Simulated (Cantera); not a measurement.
A closed system holds: 1 mol PbO, 1.6 mol N2, held at 1375 K and 0.133 bar.

Equilibrium computed with Cantera from the NASA thermochemical tables; the gas is ideal and each condensed phase is pure. Candidate condensed phases: Pb, PbO, PbO2, Pb3O4; 12 gas species. Gases not in the tables: (PbO)n polymers. The numbers say what is thermodynamically allowed, not how fast it happens.

Base state: N2 0.985, PbO 0.0115, Pb 0.00199, O2 0.000972, NO 4.78e-5 (mole fractions); condensed: PbO(l).

Problem. What changes in the equilibrium state with this change: PbO replaced by Fe(CO)5?

Solution. 
| species | before | after |
|---|---|---|
| CO | 0 | 0.757 |
| N2 | 0.985 | 0.242 |
| CO2 | 0 | 0.000170 |
| PbO | 0.0115 | 0 |
| Pb | 0.00199 | 0 |
| O2 | 0.000972 | <1e-9 |
| NO | 4.78e-5 | <1e-9 |
| PbO(l), mol | 0.978 | 0 |
| C(graphite), mol | 0 | 0.00112 |
| Fe(γ), mol | 0 | 1.00 |
Condensed phases not in the tables: cementite and carbon dissolved in iron. Further candidate phases: C, Fe, Fe(CO)5, FeO, Fe2O3, Fe3O4.
